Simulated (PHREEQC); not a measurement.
PHREEQC input (ion-association model, wateq4f.dat):

```
SOLUTION_MASTER_SPECIES
  An  An-  0  An  62.0  # stands for a non-complexing anion
SOLUTION_SPECIES
  An- = An-
    -log_k 0
    -gamma 3.0 0
PHASES
  Fix_H+
    H+ = H+
    -log_k 0
SOLUTION 1
  temp 25
  units mmol/kgw
  pH 7 charge
  Cl 0.0022
  Ba 0.0011
  Na 100
  An 100
END
SELECTED_OUTPUT 1
  -reset false
  -pH true
  -pe true
  -ionic_strength true
  -water true
  -totals Ba Cl Na
  -molalities Hfo_wOH Hfo_wOH2+ Hfo_wO- Hfo_sOH Hfo_sOH2+ Hfo_sO- Hfo_sOHBa+2 Hfo_wOBa+
  -saturation_indices Halite
USER_PUNCH 1
  -headings sigma psi
  10 PUNCH EDL("sigma", "Hfo"), EDL("psi", "Hfo")
PRINT
  -reset false
USE solution 1
SURFACE 1
  Hfo_wOH 0.000161798 600 0.072
  Hfo_sOH 4.04494e-06
EQUILIBRIUM_PHASES 1
  Fix_H+ -3 HAn 10
    -force_equality true
  O2(g) -0.68 10
END
# ... the last block is repeated for the other 12 points of pH, with NaOH or the acid as the point needs
```

Selected output (columns that matter, 13 of 13 rows; pH added in front):

```
pH	mu	Ba	Na	m_Hfo_wOH	m_Hfo_wOH2+	m_Hfo_wO-	m_Hfo_sOH	m_Hfo_sOH2+	m_Hfo_sO-	m_Hfo_sOHBa+2	m_Hfo_wOBa+	si_Halite	sigma	psi
3	0.1013	1.1e-06	0.1	3.0988e-06	0.0001587	1.3861e-09	7.7469e-08	3.9674e-06	3.4653e-11	6.3516e-14	2.1162e-19	-8.4638	0.36333	0.15266
3.5	0.10046	1.1e-06	0.1	8.8455e-06	0.00015294	1.172e-08	2.2114e-07	3.8235e-06	2.93e-10	2.0721e-13	2.0449e-18	-8.4631	0.35013	0.15098
4	0.1002	1.1e-06	0.1	2.1581e-05	0.00014014	7.6132e-08	5.3952e-07	3.5035e-06	1.9033e-09	7.1371e-13	1.8753e-17	-8.4629	0.32068	0.14656
4.5	0.1001	1.1e-06	0.1	4.2107e-05	0.00011935	3.4031e-07	1.0527e-06	2.9838e-06	8.5077e-09	2.6539e-12	1.5976e-16	-8.4629	0.27247	0.13828
5	0.10006	1.1e-06	0.1	6.597e-05	9.4776e-05	1.0519e-06	1.6492e-06	2.3694e-06	2.6298e-08	1.0683e-11	1.2688e-15	-8.4628	0.21458	0.12616
5.5	0.10004	1.1e-06	0.1	8.7561e-05	7.179e-05	2.4466e-06	2.189e-06	1.7947e-06	6.1164e-08	4.6181e-11	9.6112e-15	-8.4628	0.15876	0.11099
6	0.10003	1.0998e-06	0.1	0.00010387	5.3284e-05	4.639e-06	2.5967e-06	1.332e-06	1.1597e-07	2.1442e-10	7.1329e-14	-8.4628	0.11137	0.093461
6.5	0.10002	1.0989e-06	0.1	0.00011448	3.9765e-05	7.5504e-06	2.8613e-06	9.9386e-07	1.8871e-07	1.0825e-09	5.3191e-13	-8.4628	0.07376	0.0739
7	0.10001	1.094e-06	0.1	0.00012043	3.0468e-05	1.0904e-05	3.0062e-06	7.6057e-07	2.722e-07	6.0071e-09	4.0573e-12	-8.4628	0.044817	0.052464
7.5	0.10001	1.0644e-06	0.1	0.00012324	2.4148e-05	1.4409e-05	3.0539e-06	5.9837e-07	3.5706e-07	3.561e-08	3.1286e-11	-8.4628	0.022451	0.029453
8	0.1	9.1022e-07	0.1	0.00012418	1.9502e-05	1.8114e-05	2.959e-06	4.6471e-07	4.3164e-07	1.8956e-07	2.1609e-10	-8.4628	0.0040215	0.0055588
8.5	0.10001	5.0315e-07	0.10001	0.00012369	1.5519e-05	2.2586e-05	2.6368e-06	3.3081e-07	4.8146e-07	5.959e-07	9.5046e-10	-8.4628	-0.013457	-0.01825
9	0.10002	1.4898e-07	0.10003	0.00012149	1.1904e-05	2.8403e-05	2.3248e-06	2.278e-07	5.4351e-07	9.4886e-07	2.1587e-09	-8.4627	-0.033313	-0.041479
```

The oxide is taken as insoluble; below pH 4 it would dissolve.
